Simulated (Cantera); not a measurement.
Thermodynamics of halide evaporation, hydrolysis and transport, feed NaI + H2

Feed: 1 mol NaI, 1.8 mol H2, at 31.0 Pa.

These are equilibrium values from Cantera (NASA tables, ideal gas, pure condensed phases), not measurements of a reactor. Candidate condensed phases: I2, Na, NaI; 9 gas species. Rates play no part.

From 1650 K to 2150 K nothing is condensed. The main Na-bearing gas is NaI at 1650 K and Na at 2150 K.

```json
[
 {"T (K)": "1650", "x H2": "0.579", "x Na": "0.0930", "x I": "0.0909", "x NaI": "0.231", "x H": "0.00393", "x HI": "0.00218", "x NaH": "7.41e-6", "x I2": "5.44e-7"},
 {"T (K)": "1700", "x H2": "0.561", "x Na": "0.119", "x I": "0.117", "x NaI": "0.195", "x H": "0.00627", "x HI": "0.00229", "x NaH": "9.65e-6", "x I2": "6.41e-7"},
 {"T (K)": "1750", "x H2": "0.541", "x Na": "0.146", "x I": "0.143", "x NaI": "0.158", "x H": "0.00971", "x HI": "0.00233", "x NaH": "1.20e-5", "x I2": "7.08e-7"},
 {"T (K)": "1800", "x H2": "0.520", "x Na": "0.172", "x I": "0.169", "x NaI": "0.122", "x H": "0.0147", "x HI": "0.00229", "x NaH": "1.43e-5", "x I2": "7.33e-7"},
 {"T (K)": "1850", "x H2": "0.500", "x Na": "0.194", "x I": "0.192", "x NaI": "0.0898", "x H": "0.0216", "x HI": "0.00218", "x NaH": "1.64e-5", "x I2": "7.12e-7"},
 {"T (K)": "1900", "x H2": "0.480", "x Na": "0.213", "x I": "0.211", "x NaI": "0.0634", "x H": "0.0312", "x HI": "0.00203", "x NaH": "1.81e-5", "x I2": "6.54e-7"},
 {"T (K)": "1950", "x H2": "0.461", "x Na": "0.226", "x I": "0.224", "x NaI": "0.0433", "x H": "0.0442", "x HI": "0.00184", "x NaH": "1.94e-5", "x I2": "5.73e-7"},
 {"T (K)": "2000", "x H2": "0.442", "x Na": "0.234", "x I": "0.232", "x NaI": "0.0290", "x H": "0.0614", "x HI": "0.00164", "x NaH": "2.02e-5", "x I2": "4.85e-7"},
 {"T (K)": "2050", "x H2": "0.421", "x Na": "0.238", "x I": "0.237", "x NaI": "0.0191", "x H": "0.0836", "x HI": "0.00144", "x NaH": "2.06e-5", "x I2": "4.01e-7"},
 {"T (K)": "2100", "x H2": "0.397", "x Na": "0.239", "x I": "0.238", "x NaI": "0.0125", "x H": "0.112", "x HI": "0.00124", "x NaH": "2.06e-5", "x I2": "3.25e-7"},
 {"T (K)": "2150", "x H2": "0.370", "x Na": "0.238", "x I": "0.237", "x NaI": "0.00821", "x H": "0.146", "x HI": "0.00107", "x NaH": "2.02e-5", "x I2": "2.62e-7"}
]
```
x: gas mole fraction; nothing condenses.
